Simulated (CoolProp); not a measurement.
Properties of n-butane at several states.

Computed with CoolProp (reference Helmholtz-energy equation of state, Bücker 2006).

```
T (K)  p (MPa)   phase        Z  cp (kJ/(kg K))  isothermal compressibility (1/MPa)  fugacity coefficient
-----  -------  ------  -------  --------------  ----------------------------------  --------------------
241.7    0.517  liquid  0.02359           2.181                            0.001514               0.05112
292.8    0.756  liquid  0.03113           2.407                            0.002782                0.2603
547.6      0.2     gas   0.9928           2.742                               5.036                0.9929
468.9    0.587     gas   0.9620           2.478                               1.773                0.9632
453.2     2.26     gas   0.8155           2.656                              0.5594                0.8425
```
